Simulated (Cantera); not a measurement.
A closed system holds: 1 mol BN, 320 mol H2, 6.6 mol N2, equilibrated at 0.548 Torr.

Equilibrium computed with Cantera from the NASA thermochemical tables; the gas is ideal and each condensed phase is pure. Candidate condensed phases: B, BN; 15 gas species. The numbers say what is thermodynamically allowed, not how fast it happens.

### Question
What share of the B ends up in condensed phases as a function of T (°C), at 1352, 1402, 1452, 1502, 1552, 1602, 1652, 1702, 1752, 1802?

### Answer
```tsv
T (°C)	B condensed (%)	as
1352	99.9	BN(s)
1402	99.7	BN(s)
1452	99.4	BN(s)
1502	98.5	BN(s)
1552	96.5	BN(s)
1602	92.4	B(s)
1652	88.8	B(s)
1702	83.1	B(s)
1752	73.5	B(s)
1802	56.6	B(s)
```
